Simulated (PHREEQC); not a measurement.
Synthetic water in mmol/kgw, 25 °C, pH 5.73, pe 8.6:

```
constituent           mmol/kgw
--------------------  --------
Na                      0.0174
K                      0.00132
Ca                     0.00467
Mg                     0.00142
Cl                     0.00727
S(6)                   0.00434
Alkalinity (meq/kgw)    0.0143
B                     3.26e-06
```

Valence states are taken as typed.

The numbers come from PHREEQC with the ion-association model, wateq4f.dat.

The ionic strength comes out as 4.29e-5 mol/kgw and the charge-balance error is 1.0 %.

| species | molality | activity | log γ |
|---|---|---|---|
| CO2 | 6.72e-5 | 6.72e-5 | 0.000 |
| Na+ | 1.74e-5 | 1.73e-5 | -0.003 |
| HCO3- | 1.62e-5 | 1.61e-5 | -0.003 |
| Cl- | 7.27e-6 | 7.22e-6 | -0.003 |
| Ca+2 | 4.67e-6 | 4.53e-6 | -0.013 |
| SO4-2 | 4.33e-6 | 4.20e-6 | -0.013 |
| H+ | 1.88e-6 | 1.86e-6 | -0.003 |
| Mg+2 | 1.42e-6 | 1.38e-6 | -0.013 |
| K+ | 1.32e-6 | 1.31e-6 | -0.003 |
| OH- | 5.42e-9 | 5.38e-9 | -0.003 |
| CaSO4 | 3.80e-9 | 3.80e-9 | 0.000 |
| H3BO3 | 3.26e-9 | 3.26e-9 | 0.000 |
| MgSO4 | 1.36e-9 | 1.36e-9 | 0.000 |

No solid was allowed to form.
